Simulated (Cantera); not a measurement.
## Diamond growth

A diamond (100) surface in a fixed gas of H2 with x(CH4) = 0.03, x(H) = 0.0054, x(CH3) = 8.8e-05, 0.270 bar; coverages are run to steady state.

Model: the Harris–Goodwin 1993 mechanism for the reconstructed diamond (100) surface, integrated in Cantera.

```tsv
T (K)	growth (µm/h)	θ c6HH	θ c6H*	θ c6*H	θ c6**	θ c6HM
925	8.49	0.657	0.0123	0.309	0.00537	0.0121
975	11.0	0.612	0.0162	0.351	0.00799	0.00971
1025	13.7	0.569	0.0206	0.388	0.0114	0.00783
1075	16.4	0.528	0.0254	0.422	0.0155	0.00627
1125	18.3	0.490	0.0305	0.451	0.0205	0.00486
1175	18.6	0.456	0.0357	0.476	0.0262	0.00350
1225	16.6	0.425	0.0411	0.498	0.0325	0.00222
1275	13.1	0.397	0.0465	0.515	0.0394	0.00120
1325	9.96	0.372	0.0518	0.528	0.0466	0.000575
1375	8.13	0.350	0.0570	0.538	0.0541	0.000257
```
θ: site fractions in the mechanism's names (c6HH fully hydrogenated, c6H* and c6*H radical sites, c6** diradical, c6HM methylated).
